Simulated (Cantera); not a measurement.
Charge: 1 mol CaCl₂, 0.18 mol N₂, equilibrated at 2048.15 K and 13300 Pa.

Equilibrium computed with Cantera from the NASA thermochemical tables; the gas is ideal and each condensed phase is pure. Candidate condensed phases: Ca, CaCl₂; 8 gas species. The numbers say what is thermodynamically allowed, not how fast it happens.

Base state: CaCl₂ 0.845, N₂ 0.152, Cl 0.00148, CaCl 0.00146, Ca 1.04e-5 (mole fractions); condensed: gas only.

**Question.** What changes in the equilibrium state with this change: temperature from 2048.15 K to 875 K?

**Answer.** 
| species | before | after |
|---|---|---|
| N₂ | 0.152 | 1.00 |
| CaCl₂ | 0.845 | <1e-9 |
| Cl | 0.00148 | <1e-9 |
| CaCl | 0.00146 | <1e-9 |
| Ca | 1.04e-5 | <1e-9 |
| CaCl₂(s), mol | 0 | 1.00 |

**Question.** What changes in the equilibrium state with this change: temperature from 2048.15 K to 798 K?

**Answer.** 
| species | before | after |
|---|---|---|
| N₂ | 0.152 | 1.00 |
| CaCl₂ | 0.845 | <1e-9 |
| Cl | 0.00148 | <1e-9 |
| CaCl | 0.00146 | <1e-9 |
| Ca | 1.04e-5 | <1e-9 |
| CaCl₂(s), mol | 0 | 1.00 |
